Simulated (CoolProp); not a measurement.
A closed Brayton cycle with carbon dioxide: compressor inlet 319.15 K and 8.1 MPa, high pressure 27 MPa, turbine inlet 850 K, compressor efficiency 0.8, turbine efficiency 0.85, recuperator effectiveness 0.95 (on enthalpy, no pinch check). Each further row changes one setting.

Values from CoolProp's reference Helmholtz-energy equation of state, Span 1996.

```tsv
case	thermal efficiency (%)	net work (kJ/kg)	compressor to turbine work	compressor exit (K)	turbine exit (K)
as stated	?	87.5	0.42	417.7	712.4
turbine inlet 800 K	?	77.2	0.45	417.7	?
compressor inlet 329.15 K	32.0	78.0	?	437.8	712.4
high pressure 22.9 MPa	34.0	79.4	?	403.7	730.6
recuperator effectiveness 0.5	21.4	87.5	0.42	417.7	712.4
```

### Question
What belongs in the gaps?

### Answer

- as stated, thermal efficiency (%): 34.1
- turbine inlet 800 K, thermal efficiency (%): 31.7
- turbine inlet 800 K, turbine exit (K): 667.1
- compressor inlet 329.15 K, compressor to turbine work: 0.48
- high pressure 22.9 MPa, compressor to turbine work: 0.40
